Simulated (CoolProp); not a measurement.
R507A at 413.16 K and 0.95 MPa flows at 0.23 m/s in a round tube of 2 mm bore and 15 µm roughness, fully developed (64/Re and Nu = 3.66 if laminar; Colebrook and Gnielinski if turbulent). Each further row changes one setting.

The numbers come from the reference Helmholtz-energy equation of state, Lemmon 2003 in CoolProp. It is a pseudo-pure fit of the blend.

```
case               Reynolds number  Darcy friction factor  pressure drop (Pa/m)  heat-transfer coefficient (W/(m² K))  mass flow (kg/h)
-----------------  ---------------  ---------------------  --------------------  ------------------------------------  ----------------
as stated                      [?]                 0.0819                   [?]                                  41.5               [?]
velocity 0.46 m/s             1560                 0.0410                   [?]                                  41.5             0.150
diameter 4 mm                 1560                 0.0410                   [?]                                   [?]               [?]
```

### Question
Complete the blanks.

### Answer

- as stated, Reynolds number: 781
- as stated, pressure drop (Pa/m): 31.2
- as stated, mass flow (kg/h): 0.0748
- velocity 0.46 m/s, pressure drop (Pa/m): 62.3
- diameter 4 mm, pressure drop (Pa/m): 7.79
- diameter 4 mm, heat-transfer coefficient (W/(m² K)): 20.7
- diameter 4 mm, mass flow (kg/h): 0.299

Viscosity comes from a separate model (Geller 2000). Thermal conductivity comes from a separate model (Geller 2001).
